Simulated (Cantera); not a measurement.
**Silicon oxide and oxynitride deposition: SiF₄ + N₂O + H₂ + O₃**

A closed system holds: 1 mol SiF₄, 0.39 mol N₂O, a varied amount of H₂, 6.6 mol O₃, at 775 K and 18.0 Pa.

Method: chemical equilibrium by Gibbs-energy minimisation in Cantera with the NASA 1993 tables (ideal gas, pure condensed phases). Candidate condensed phases: H₂O, Si, SiO₂, Si₂N₂O, Si₃N₄; 58 gas species. Rates play no part.

```tsv
n(H₂) (mol)	log p H₂	log p H₂O	log p O₂	log p HF	log p N₂	log p SiF₄	log p NO	n SiO₂(α-quartz)
7.9	<-15	-4.19	-4.17	-4.36	-5.37	-6.80	-10.27	0.986
17	-15.26	-3.89	-4.86	-4.47	-5.48	-7.80	-10.67	0.998
27	-4.38	-3.95	<-15	-4.61	-5.62	-8.26	<-15	0.999
36	-4.13	-4.07	<-15	-4.73	-5.74	-8.49	<-15	0.999
45	-4.03	-4.16	<-15	-4.82	-5.83	-8.67	<-15	0.999
55	-3.96	-4.24	<-15	-4.90	-5.91	-8.84	<-15	1.000
64	-3.93	-4.31	<-15	-4.96	-5.98	-8.96	<-15	1.000
74	-3.90	-4.37	<-15	-5.03	-6.04	-9.09	<-15	1.000
83	-3.88	-4.42	<-15	-5.07	-6.09	-9.18	<-15	1.000
92	-3.86	-4.46	<-15	-5.12	-6.13	-9.27	<-15	1.000
```
log p: log10 of the partial pressure in bar; n: condensed amount in mol.

From 7.9 mol H₂ to 92 mol H₂ the condensed part is SiO₂(α-quartz). The main Si-bearing gas is SiF₄ throughout.
